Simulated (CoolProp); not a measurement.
50 sccm (0 °C, 1 atm) of nitrogen bubbles through liquid m-xylene at 309.4 K and leaves saturated at a total pressure of 0.0566 MPa (ideal gas phase). Each further row changes one setting.

Model: reference Helmholtz-energy equation of state, Zhou 2012, in CoolProp.

| case | vapour pressure (kPa) | mole fraction of vapour | delivery (mg/min) | delivery (sccm) | change of delivery for a bath 1 K warmer (%) |
|---|---|---|---|---|---|
| as stated | 2.08 | … | 9.05 | 1.91 | 5.6 |
| bath temperature 314.4 K | … | 0.0477 | … | 2.51 | 5.5 |
| total pressure 0.113 MPa | 2.08 | … | 4.45 | … | 5.5 |

Task: What belongs in the gaps?

Result: 
- as stated, mole fraction of vapour: 0.0368
- bath temperature 314.4 K, vapour pressure (kPa): 2.70
- bath temperature 314.4 K, delivery (mg/min): 11.9
- total pressure 0.113 MPa, mole fraction of vapour: 0.0184
- total pressure 0.113 MPa, delivery (sccm): 0.939
